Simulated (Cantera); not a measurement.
A closed system holds: 1 mol Si, 0.0073 mol H₂O, 130 mol N₂, held at 1350 °C.

Equilibrium computed with Cantera from the NASA thermochemical tables; the gas is ideal and each condensed phase is pure. Candidate condensed phases: H₂O, Si, SiO₂, Si₂N₂O, Si₃N₄; 35 gas species. Mutual solubility and eutectic melting of coexisting phases are not modelled. The tables' values for SiN are old estimates; treat these amounts as uncertain. Rates play no part.

x: gas mole fraction; n: condensed amount in mol.

```json
[
 {"P (Pa)": "0.100", "x N₂": "0.992", "x Si": "___", "x H": "0.000107", "x SiO": "5.57e-5", "n Si(s)": "0", "n Si₃N₄(s)": "0", "n Si₂N₂O(s)": "0"},
 {"P (Pa)": "2.50", "x N₂": "0.993", "x Si": "___", "x H": "6.59e-5", "x SiO": "5.58e-5", "n Si(s)": "0.151", "n Si₃N₄(s)": "0", "n Si₂N₂O(s)": "0"},
 {"P (Pa)": "63", "x N₂": "1.000", "x Si": "___", "x H": "1.89e-5", "x SiO": "5.64e-5", "n Si(s)": "0", "n Si₃N₄(s)": "0.322", "n Si₂N₂O(s)": "0"},
 {"P (Pa)": "1600", "x N₂": "1.000", "x Si": "___", "x H": "4.04e-6", "x SiO": "5.64e-5", "n Si(s)": "0", "n Si₃N₄(s)": "0.331", "n Si₂N₂O(s)": "0"},
 {"P (Pa)": "40000", "x N₂": "1.000", "x Si": "___", "x H": "8.19e-7", "x SiO": "3.54e-6", "n Si(s)": "0", "n Si₃N₄(s)": "0.329", "n Si₂N₂O(s)": "0.00684"},
 {"P (Pa)": "1000000", "x N₂": "1.000", "x Si": "___", "x H": "1.64e-7", "x SiO": "4.84e-8", "n Si(s)": "0", "n Si₃N₄(s)": "0.328", "n Si₂N₂O(s)": "0.00729"}
]
```

What belongs in the gaps?


- 0.100, x Si: 0.00757
- 2.50, x Si: 0.00628
- 63, x Si: 0.000197
- 1600, x Si: 8.98e-7
- 40000, x Si: 4.20e-9
- 1000000, x Si: 1.97e-11
